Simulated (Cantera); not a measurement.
A diamond (100) surface in a fixed gas of H2 with x(CH4) = 0.0026, x(H) = 0.00043, x(CH3) = 0.00072, at 1325 K; coverages are run to steady state.

Cantera simulation using the Harris–Goodwin 1993 mechanism for the reconstructed diamond (100) surface; the numbers are that mechanism's predictions, not measurements.

One state of this run: growth (µm/h) = 6.57; θ c6HH = 0.477; θ c6H* = 0.0440; θ c6*H = 0.451; θ c6** = 0.0156; θ c6HM = 0.00231. θ: site fractions in the mechanism's names (c6HH fully hydrogenated, c6H* and c6*H radical sites, c6** diradical, c6HM methylated).

Task: Which value of P (Pa) does it belong to?
(A) 2100
(B) 750
(C) 10000
(D) 17000

Result: D, 17000
